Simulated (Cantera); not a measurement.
An isothermal, constant-pressure homogeneous reactor starts with 0.396 % CO, 5.28 % O₂, 0.113 % H₂O, 94.2 % N₂, at 948 K and 10.0 bar.

Detailed kinetics in Cantera: GRI-Mech 3.0 (53 species, 325 reactions).

x: mole fraction; the columns are a selection and need not sum to one.

| t (s) | x CO | x O₂ | x H₂O | x HO₂ | x N₂O | x H₂O₂ |
|---|---|---|---|---|---|---|
| 4.00e-5 | 0.00396 | 0.0528 | 0.00113 | <1e-12 | <1e-12 | <1e-12 |
| 0.000109 | 0.00396 | 0.0528 | 0.00113 | 1.46e-12 | <1e-12 | <1e-12 |
| 0.000297 | 0.00396 | 0.0528 | 0.00113 | 1.06e-11 | <1e-12 | <1e-12 |
| 0.000810 | 0.00396 | 0.0528 | 0.00113 | 6.00e-11 | <1e-12 | <1e-12 |
| 0.00221 | 0.00396 | 0.0528 | 0.00113 | 2.46e-10 | 2.66e-12 | <1e-12 |
| 0.00602 | 0.00396 | 0.0528 | 0.00113 | 7.81e-10 | 8.42e-12 | <1e-12 |
| 0.0164 | 0.00396 | 0.0528 | 0.00113 | 2.27e-9 | 2.45e-11 | 2.02e-12 |
| 0.0447 | 0.00396 | 0.0528 | 0.00113 | 6.50e-9 | 7.06e-11 | 2.26e-11 |
| 0.122 | 0.00396 | 0.0528 | 0.00113 | 1.93e-8 | 2.15e-10 | 2.27e-10 |
| 0.332 | 0.00395 | 0.0528 | 0.00113 | 6.16e-8 | 7.78e-10 | … |
| 0.906 | 0.00391 | 0.0527 | 0.00113 | 1.60e-7 | 3.60e-9 | … |
| 2.47 | 0.00373 | 0.0527 | 0.00113 | 1.97e-7 | 1.45e-8 | 2.55e-8 |
| 6.73 | 0.00326 | 0.0524 | 0.00113 | 1.92e-7 | 4.40e-8 | 2.43e-8 |
| 18.3 | 0.00229 | 0.0520 | 0.00113 | 1.76e-7 | 1.15e-7 | … |
| 50.0 | 0.000962 | 0.0513 | 0.00113 | 1.34e-7 | 2.50e-7 | … |

Problem. Fill in the missing entries.

Solution. 
- 0.332, x H₂O₂: 2.42e-9
- 0.906, x H₂O₂: 1.68e-8
- 18.3, x H₂O₂: 2.05e-8
- 50.0, x H₂O₂: 1.18e-8
